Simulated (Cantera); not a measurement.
Mixture: CH₄ : O₂ : N₂ = 1 : 1.11 : 4.18 (molar parts), at 7500 Torr, adiabatic and at constant volume. Ignition delay is the time to a rise of 400 K.

Detailed kinetics in Cantera: GRI-Mech 3.0 (53 species, 325 reactions).

**Question.** What does this change do: 0.57 parts H2 added?

**Answer.** 
```csv
quantity,before,after
delay at 1200 K,6.11 ms,0.334 ms
delay at 1275 K,2.47 ms,0.183 ms
delay at 1350 K,1.06 ms,0.110 ms
delay at 1425 K,0.477 ms,67.9 µs
delay at 1500 K,0.224 ms,42.5 µs
delay at 1575 K,0.109 ms,26.8 µs
apparent activation energy between 1425 and 1575 K,180 kJ/mol,120 kJ/mol
```
